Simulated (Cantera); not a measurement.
# Ignition delay

Mixture: H2 : O2 : N2 = 1 : 1.14 : 4.27 (molar parts), equivalence ratio 0.44, at 1.28 atm, adiabatic and at constant pressure. Ignition delay is the time to a rise of 400 K.

Detailed kinetics in Cantera: GRI-Mech 3.0 (53 species, 325 reactions). Where the delays flatten at high temperature, the 400 K rule measures the pace of heat release, not the induction time.

```
T0 (K)  delay (ms)
------  ----------
975           4.02
1050         0.136
1125        0.0653
1200        0.0414
1275        0.0300
1350        0.0239
1425        0.0205
1500        0.0189
```
